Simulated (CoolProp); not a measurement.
A simple Rankine cycle with n-perfluorobutane: condensing at 312.15 K, boiler at 1.47 MPa, turbine inlet 449 K, turbine efficiency 0.6, pump efficiency 0.6, no recuperator. Each further row changes one setting.

Computed with CoolProp (reference Helmholtz-energy equation of state, Gao 2022).

| case | thermal efficiency (%) | net work (kJ/kg) | heat in (kJ/kg) | turbine exit temperature (K) | volume ratio over the turbine |
|---|---|---|---|---|---|
| as stated | 4.6 | 9.57 | 206 | 432.0 | 3.81 |
| condensing temperature 304.15 K | 5.3 | 11.5 | 215 | 429.4 | 4.84 |
| boiler pressure 1.03 MPa | 3.5 | 7.29 | 209 | 437.5 | 2.59 |
| turbine efficiency 0.5 | 3.8 | 7.77 | 206 | 433.8 | 3.83 |
